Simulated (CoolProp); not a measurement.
Chloromethane (R40) at 307.06 K and 3.85 MPa is throttled through a valve to 1.67 MPa with no heat exchange. Each further row changes one setting.

The numbers come from the reference Helmholtz-energy equation of state, Thol 2014 in CoolProp.

| case | temperature change (K) | final phase | final density (kg/m³) |
|---|---|---|---|
| as stated | +0.4 | liquid | 895 |
| outlet pressure 0.501 MPa | -13.7 | two-phase, vapour fraction 0.062 | 157 |
| outlet pressure 2.17 MPa | +0.3 | liquid | 896 |
